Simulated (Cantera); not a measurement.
# Adiabatic ignition

An adiabatic, constant-pressure homogeneous reactor starts with CH4 : O2 : N2 = 1 : 1.54 : 7.54 (molar parts), at 1550 K and 3080 Torr.

Computed with Cantera and GRI-Mech 3.0 (53 species, 325 reactions).

```tsv
t (s)	T (K)	x CH4	x O2	x N2O	x O	x NO
9.00e-6	1550	0.0992	0.153	4.81e-11	1.91e-8	<1e-12
2.32e-5	1550	0.0991	0.153	2.45e-10	5.22e-8	<1e-12
5.98e-5	1550	0.0989	0.153	9.89e-10	1.58e-7	<1e-12
0.000154	1557	0.0970	0.152	5.09e-9	4.26e-7	4.67e-12
0.000398	2722	<1e-12	0.00230	2.33e-7	0.00135	0.000331
0.00102	2750	<1e-12	0.00143	2.58e-7	0.000836	0.00177
0.00264	2746	<1e-12	0.00136	2.78e-7	0.000803	0.00256
0.00681	2746	<1e-12	0.00136	2.79e-7	0.000801	0.00260
0.0176	2746	<1e-12	0.00136	2.79e-7	0.000801	0.00260
0.0453	2746	<1e-12	0.00136	2.79e-7	0.000801	0.00260
0.117	2746	<1e-12	0.00136	2.79e-7	0.000801	0.00260
0.301	2746	<1e-12	0.00136	2.79e-7	0.000801	0.00260
0.776	2746	<1e-12	0.00136	2.79e-7	0.000801	0.00260
2.00	2746	<1e-12	0.00136	2.79e-7	0.000801	0.00260
```
x: mole fraction; the columns are a selection and need not sum to one.

```json
{
 "time_of_steepest_temperature_rise": "0.346 ms",
 "temperature at 2.00 s": "2746 K",
 "equilibrium_temperature": "2746 K",
 "x(CH4) at 2.00 s": "<1e-12 (gas-phase equilibrium <1e-12)",
 "x(O2) at 2.00 s": "0.00136 (gas-phase equilibrium 0.00136)",
 "x(N2O) at 2.00 s": "2.79e-7 (gas-phase equilibrium 2.79e-7)"
}
```
